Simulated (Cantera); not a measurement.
Feed: 1 mol TiCl4, 0.54 mol N2, equilibrated at 927 °C and 8.70 mbar.

These are equilibrium values from Cantera (NASA tables, ideal gas, pure condensed phases), not measurements of a reactor. Candidate condensed phases: Ti, TiCl2, TiCl3, TiCl4, TiN; 9 gas species. The numbers say what is thermodynamically allowed, not how fast it happens.

Problem. What is the equilibrium state?

Solution. 
- x(TiCl4): 0.648
- x(N2): 0.350
- x(TiCl3): 0.000674
- x(Cl): 0.000488
- x(Cl2): 9.29e-5
- gas amount: 1.541 mol
- log10 activity of TiCl4(l) (absent): -4.30
- log10 activity of Ti(β) (absent): -16.99
